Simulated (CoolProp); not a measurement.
The fluoroketone C6F12O (FK-5-1-12) along the isobar 1.01 bar: density (kg/m³) from the reference equation and from simpler models built on Tc = 168.7 °C, pc = 18.69 bar, ω = 0.471; each cubic takes its own stable root.

Values from CoolProp's reference Helmholtz-energy equation of state, McLinden 2015.

```
T (°C)   phase  reference  van der Waals  Redlich-Kwong  Soave-Redlich-Kwong  Peng-Robinson
------  ------  ---------  -------------  -------------  -------------------  -------------
46.85   liquid       1534          12.44          12.59                 1399           1583
63.25      gas      12.06          11.78          11.90                12.00          12.03
79.65      gas      11.39          11.20          11.28                11.35          11.38
95.95      gas      10.81          10.67          10.74                10.78          10.81
112.35     gas      10.29          10.19          10.24                10.27          10.30
128.65     gas      9.822          9.755          9.795                9.814          9.837
145.05     gas      9.400          9.354          9.385                9.395          9.416
161.45     gas      9.017          8.986          9.010                9.012          9.032
177.75     gas      8.668          8.648          8.667                8.664          8.682
194.15     gas      8.344          8.334          8.347                8.340          8.357
210.45     gas      8.048          8.043          8.053                8.043          8.059
226.85     gas      7.771          7.771          7.779                7.766          7.780
```

At some of these states van der Waals, Redlich-Kwong gives the other phase, because its saturation line lies elsewhere.
